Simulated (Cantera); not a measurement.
Mixture: H₂ : O₂ : N₂ = 1 : 0.562 : 2.11 (molar parts), at 0.450 bar, adiabatic and at constant volume. Ignition delay is the time to a rise of 400 K.

Detailed kinetics in Cantera: the H2/O2 subset of GRI-Mech 3.0, which has no nitrogen chemistry. Where the delays flatten at high temperature, the 400 K rule measures the pace of heat release, not the induction time.

Task: What does this change do: O2 0.562 to 0.24 parts?

Result: 
| quantity | before | after |
|---|---|---|
| delay at 1300 K | 67.4 µs | 0.140 ms |
| delay at 1375 K | 54.7 µs | 0.121 ms |
| delay at 1450 K | 47.5 µs | 0.112 ms |
| delay at 1525 K | 43.8 µs | 0.110 ms |
| delay at 1600 K | 42.6 µs | 0.114 ms |
| delay at 1675 K | 43.2 µs | 0.121 ms |
